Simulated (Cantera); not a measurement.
Mixture: CH₄ : C₂H₆ : C₃H₈ : O₂ : N₂ = 1 : 0.031 : 0.22 : 1.89 : 7.1 (molar parts), equivalence ratio 1.7, at 0.340 bar, adiabatic and at constant volume. Ignition delay is the time to a rise of 400 K.

Computed with Cantera and GRI-Mech 3.0 (53 species, 325 reactions). GRI-Mech 3.0 was tuned for natural gas; its chemistry of propane as a main component is partial and can be far from experiment.

Predict: delay at 1100 K; delay at 1150 K; delay at 1200 K; delay at 1250 K; delay at 1300 K; delay at 1350 K; apparent activation energy between 1250 and 1350 K.


```
Property                                                 Value
--------------------------------------------------  ----------
delay at 1100 K                                        0.114 s
delay at 1150 K                                        39.5 ms
delay at 1200 K                                        14.8 ms
delay at 1250 K                                        6.04 ms
delay at 1300 K                                        2.73 ms
delay at 1350 K                                        1.35 ms
apparent activation energy between 1250 and 1350 K  210 kJ/mol
```
